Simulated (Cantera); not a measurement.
An isothermal, constant-pressure homogeneous reactor starts with 96.1 % N2O, 3.94 % H2O, at 1425 K and 1.01 bar.

Computed with Cantera and GRI-Mech 3.0 (53 species, 325 reactions). GRI-Mech 3.0 was tuned for natural gas; its chemistry of N2O as a main component is partial and can be far from experiment. The temperature is held fixed by assumption; the heat of reaction is taken as removed at once.

Question: Predict: x(N2O) at 7.00 s; x(H2O) at 7.00 s; x(H2) at 7.00 s; x(N2) at 7.00 s; x(HO2) at 7.00 s.

Answer: 
| Property | Value |
|---|---|
| x(N2O) at 7.00 s | 2.28e-6 (gas-phase equilibrium 5.41e-8) |
| x(H2O) at 7.00 s | 0.0266 (gas-phase equilibrium 0.0266) |
| x(H2) at 7.00 s | 3.32e-8 (gas-phase equilibrium 3.08e-8) |
| x(N2) at 7.00 s | 0.603 (gas-phase equilibrium 0.648) |
| x(HO2) at 7.00 s | 7.07e-8 (gas-phase equilibrium 7.91e-8) |
